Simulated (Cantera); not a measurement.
Feed: 1 mol SiCl4, 0.13 mol O3, 77 mol N2, held at 575 °C and 0.330 Torr.

Method: chemical equilibrium by Gibbs-energy minimisation in Cantera with the NASA 1993 tables (ideal gas, pure condensed phases). Candidate condensed phases: Si, SiO2, Si2N2O, Si3N4; 23 gas species. Kinetics and transport are ignored.

Base state: N2 0.985, SiCl4 0.0103, Cl2 0.00494, Cl 9.01e-5 (mole fractions); condensed: SiO2(β-quartz).

Question: What changes in the equilibrium state with this change: O3 from 0.13 to 4.4 mol?

Answer: 
```csv
species,before,after
N2,0.985,0.910
O2,<1e-9,0.0662
Cl2,0.00494,0.0235
SiCl4,0.0103,<1e-9
Cl,9.01e-5,0.000197
"SiO2(β-quartz), mol",0.195,1.00
```
